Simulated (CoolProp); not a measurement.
Model: reference Helmholtz-energy equation of state, Lemmon 2013, in CoolProp.

Task: For propylene, give the phase and the cv (kJ/(kg K)), speed of sound (m/s), Joule-Thomson coefficient (K/MPa), conductivity (mW/(m K)) at 97.65 °C and 72 kPa; 97.65 °C and 155 kPa; 97.65 °C and 720 kPa.

Result: 
- 97.65 °C and 72 kPa: gas; cv 1.61, speed of sound 286, Joule-Thomson coefficient 9.09, conductivity 25.2
- 97.65 °C and 155 kPa: gas; cv 1.61, speed of sound 284, Joule-Thomson coefficient 9.15, conductivity 25.3
- 97.65 °C and 720 kPa: gas; cv 1.63, speed of sound 275, Joule-Thomson coefficient 9.55, conductivity 26.1

Thermal conductivity comes from a separate model (Huber 2003), an estimate that may be off by 10 % or more.
